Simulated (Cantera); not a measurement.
Charge: 1 mol SiH2Cl2, 4.7 mol HCl, 850 mol H2, held at 1650 K and 10.0 mbar.

Cantera equilibrium calculation (NASA polynomials, part measured and part estimated; ideal gas, pure solids and liquids). Candidate condensed phases: Si; 19 gas species. Rates play no part.

Base state: H2 0.991, HCl 0.00741, H 0.000905, SiCl2 0.000197, Si 2.68e-5 (mole fractions); condensed: Si(s).

What changes in the equilibrium state with this change: H2 from 850 to 65 mol?


```csv
species,before,after
H2,0.991,0.920
HCl,0.00741,0.0655
SiCl2,0.000197,0.0138
SiCl3,1.52e-7,9.77e-5
Cl,5.30e-6,4.86e-5
SiCl,4.55e-6,3.47e-5
Si,2.68e-5,2.23e-5
"Si(s), mol",0.792,0
```
The tables' values for SiCl3, SiCl are old estimates; treat these amounts as uncertain.
